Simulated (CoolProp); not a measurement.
Computed with CoolProp (reference Helmholtz-energy equation of state, Guder 2009).

### Question
For sulfur hexafluoride, give the phase and the cp (kJ/(kg K)), speed of sound (m/s), viscosity (µPa s), conductivity (mW/(m K)) at 9.35 °C and 0.756 MPa; 211.65 °C and 0.756 MPa.

### Answer
- 9.35 °C and 0.756 MPa: gas; cp 0.694, speed of sound 121, viscosity 14.7, conductivity 12.2
- 211.65 °C and 0.756 MPa: gas; cp 0.877, speed of sound 170, viscosity 23.4, conductivity 27.4

Viscosity comes from a separate model (Quiñones-Cisneros 2012). Thermal conductivity comes from a separate model (Assael 2012).
